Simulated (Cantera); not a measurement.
Mixture: CH3OH : O2 : N2 = 1 : 2.54 : 9.56 (molar parts), at 100000 Pa, adiabatic and at constant pressure. Ignition delay is the time to a rise of 400 K.

Computed with Cantera and GRI-Mech 3.0 (53 species, 325 reactions). GRI-Mech 3.0 was tuned for natural gas; its chemistry of methanol as a main component is partial and can be far from experiment.

```csv
quantity,before,after
delay at 1200 K,10.8 ms,0.819 ms
delay at 1350 K,1.30 ms,89.2 µs
delay at 1500 K,0.274 ms,16.9 µs
delay at 1650 K,84.9 µs,4.82 µs
delay at 1800 K,33.6 µs,1.78 µs
apparent activation energy between 1650 and 1800 K,150 kJ/mol,160 kJ/mol
```

Task: Name the change that produced these shifts.
(A) pressure from 100000 Pa to 2900000 Pa
(B) CH3OH 1 to 1.3 parts
(C) constant volume in place of constant pressure
(D) pressure from 100000 Pa to 740000 Pa

Result: A, pressure from 100000 Pa to 2900000 Pa
